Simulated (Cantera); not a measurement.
What does this Cantera script print?

```python
import numpy as np
import cantera as ct

gas_names = """
    N NO NO2 NO3 N2 N2O O O2 O3 Pb PbO Pb2
""".split()
cond_names = """
    Pb(cr) Pb(L) PbO(rd) PbO(yw) PbO(L) PbO2(s) Pb3O4(s)
""".split()


def load(file, names, dense=False):
    # The tables refer to 1 bar. Condensed volumes are neglected.
    table = {s.name: s for s in ct.Species.list_from_file(file)}
    out = []
    for n in names:
        d = dict(table[n].input_data)
        d["thermo"] = dict(d["thermo"], **{"reference-pressure": 1e5})
        if dense:
            d["equation-of-state"] = {"model": "constant-volume", "density": "1e6 g/cm^3"}
        out.append(ct.Species.from_dict(d))
    return out


gas = ct.Solution(thermo="ideal-gas", species=load("nasa_gas.yaml", gas_names))
cond = {s.name: ct.Solution(thermo="fixed-stoichiometry", species=[s], name=s.name)
        for s in load("nasa_condensed.yaml", cond_names, dense=True)}
atoms = {
    'PbO': {'Pb': 1, 'O': 1},
    'N2': {'N': 2},
}
top_T = {'Pb3O4(s)': 820}  # K; cautious upper limits of use, not melting points


def equilibrate(T, P, feed):
    n = {}
    for name, mol in feed.items():
        for a, k in atoms[name].items():
            n[a] = n.get(a, 0.0) + k * mol
    gas.TPX = T, P, n
    mass = sum(n.values()) * gas.mean_molecular_weight
    gas.equilibrate("TP")
    valid = [c for c in cond.values() if c.min_temp <= T <= top_T.get(c.name, c.max_temp)]
    mix = ct.Mixture([(gas, mass / gas.mean_molecular_weight)] + [(c, 0.0) for c in valid])
    mix.T, mix.P = T, P
    mix.equilibrate("TP", solver="vcs", rtol=1e-11, max_steps=5000)
    return mix


results = []
feed = {'PbO': 1, 'N2': 7.7}  # mol
P = 120000  # Pa
for T in [950, 1050, 1150, 1250, 1350, 1450, 1550]:
    mix = equilibrate(T, P, feed)
    results.append((T, P, feed, dict(zip(mix.species_names, mix.species_moles))))

top = {s: max(r[3][s] / sum(r[3][g] for g in gas_names) for r in results) for s in gas_names}
cols = sorted((s for s in top if top[s] > 1e-06), key=lambda s: -top[s])[:7]
seen = [c for c in cond_names if any(r[3].get(c, 0) > 1e-12 for r in results)]
print("log10 of partial pressures in bar; condensed amounts in mol")
print(f"{'T/K':>10s}" + "".join(f"{s[:9]:>10s}" for s in cols + seen))
for T, P, feed, n in results:
    ng = sum(n[g] for g in gas_names)
    print(f"{T:10.4g}" + "".join(f"{np.log10(max(n[s] / ng * P / 1e5, 1e-99)):10.3f}" for s in cols)
          + "".join(f"{n.get(c, 0):10.4g}" for c in seen))
```

Output:

```
log10 of partial pressures in bar; condensed amounts in mol
       T/K        N2       PbO        Pb        O2        NO   PbO(yw)    PbO(L)
       950     0.079    -7.278    -7.938    -8.373    -8.513         1         0
      1050     0.079    -5.830    -6.551    -6.934    -7.314         1         0
      1150     0.079    -4.643    -5.405    -5.761    -6.332    0.9998         0
      1250     0.079    -3.738    -4.501    -4.844    -5.541         0    0.9986
      1350     0.079    -2.984    -3.741    -4.075    -4.874         0    0.9922
      1450     0.077    -2.341    -3.090    -3.418    -4.302         0    0.9654
      1550     0.072    -1.788    -2.526    -2.850    -3.808         0     0.874
```

These are equilibrium values from Cantera (NASA tables, ideal gas, pure condensed phases), not measurements of a reactor. Gases not in the tables: (PbO)n polymers.
